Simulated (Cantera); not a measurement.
A closed system holds: 1 mol C₃H₈, 0.64 mol NH₃, held at 1473.15 K and 1.00 Torr.

These are equilibrium values from Cantera (NASA tables, ideal gas, pure condensed phases), not measurements of a reactor. Candidate condensed phases: C, C₆H₆, C₇H₈, C₈H₁₈; 92 gas species. Rates play no part.

Base state: H₂ 0.939, N₂ 0.0605, H 0.000336, HCN 0.000208 (mole fractions); condensed: C(graphite).

Problem. What changes in the equilibrium state with this change: temperature from 1473.15 K to 2973 K?

Solution. 
| species | before | after |
|---|---|---|
| H | 0.000336 | 0.815 |
| C₃ | <1e-9 | 0.0689 |
| H₂ | 0.939 | 0.0420 |
| C | <1e-9 | 0.0215 |
| N₂ | 0.0605 | 0.0226 |
| C₂ | <1e-9 | 0.00950 |
| CN | <1e-9 | 0.00841 |
| C₂H | <1e-9 | 0.00416 |
| C₅ | <1e-9 | 0.000624 |
| C(graphite), mol | 3.00 | 0 |

Problem. What changes in the equilibrium state with this change: NH₃ from 0.64 to 0.021 mol?

Solution. 
```csv
species,before,after
H₂,0.939,0.997
N₂,0.0605,0.00257
H,0.000336,0.000347
HCN,0.000208,4.42e-5
"C(graphite), mol",3.00,3.00
```
